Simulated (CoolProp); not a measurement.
A single-stage vapour-compression cycle with C2F6 (R116): evaporating at 217.15 K (dew point), condensing at 237.15 K (bubble point), superheat 5 K, subcooling 0 K, compressor efficiency 0.85, no pressure losses. Each further row changes one setting.

The numbers come from the reference Helmholtz-energy equation of state, Lemmon 2006 in CoolProp. It is a short technical equation, of lower accuracy than the large ones.

```tsv
case	cooling COP	pressure ratio	discharge temperature (K)	refrigerating effect (kJ/kg)	volumetric capacity (kJ/m³)
as stated	8.03	2.15	243.9	89.1	2110
evaporating temperature 222.15 K	11.3	1.75	243.3	91.7	2650
condensing temperature 232.15 K	11.1	1.80	238.6	94.5	2240
subcooling 5 K	8.51	2.15	243.9	94.5	2240
superheat 15 K	8.14	2.15	253.8	96.1	2150
compressor efficiency 0.75	7.08	2.15	245.8	89.1	2110
```
